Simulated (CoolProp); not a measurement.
Vapour-liquid equilibrium of n-heptane (1) + m-xylene (2) at 85.35 °C; x and y are mole fractions of (1).

Model: multi-fluid Helmholtz-energy mixture model, Span 2003 and Zhou 2012; pair parameters Bell 2016, in CoolProp.

```tsv
x	bubble pressure (kPa)	y at the bubble point	dew pressure at overall composition x (kPa)	liquid density (mol/L)
0.05	22.07	0.200	19.30	7.520
0.15	28.40	0.437	21.06	7.371
0.25	33.97	0.577	23.17	7.227
0.35	39.01	0.673	25.71	7.086
0.45	43.71	0.746	28.84	6.948
0.55	48.20	0.805	32.75	6.814
0.65	52.58	0.856	37.69	6.684
0.75	56.92	0.901	43.99	6.557
0.85	61.29	0.943	52.02	6.433
0.95	65.71	0.981	62.08	6.311
```

No azeotrope shows between x = 0.05 and 0.95.

Pair parameters are fitted to limited data, so mixtures are less certain than the pure fluids.
